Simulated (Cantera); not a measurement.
A closed system holds: 1 mol borazine, 0.15 mol O₂, 1.2 mol N₂, equilibrated at 1723 K.

Cantera equilibrium calculation (NASA polynomials, part measured and part estimated; ideal gas, pure solids and liquids). Candidate condensed phases: B, BN, B₂O₃, B₃O₃H₃, H₂O; 39 gas species. The feed counts by its element totals alone. Mutual solubility and eutectic melting of coexisting phases are not modelled. The numbers say what is thermodynamically allowed, not how fast it happens.

Q: Which condensed phases are stable at each of these points (P (Pa)): 10, 37, 140, 520, 1900, 7200, 27000, 100000?

A: 
| P (Pa) | condensed phases | B condensed (%) |
|---|---|---|
| 10 | BN(s) | 90.0 |
| 37 | BN(s) | 90.2 |
| 140 | BN(s) | 90.7 |
| 520 | BN(s) | 91.5 |
| 1900 | BN(s) | 92.4 |
| 7200 | BN(s) | 93.2 |
| 27000 | BN(s) + B₂O₃(l) | 96.0 |
| 100000 | BN(s) + B₂O₃(l) | 98.1 |

From 10.0 Pa to 72.0 mbar the condensed part is BN(s). From 0.270 bar to 1.00 bar the condensed part is BN(s) + B₂O₃(l).
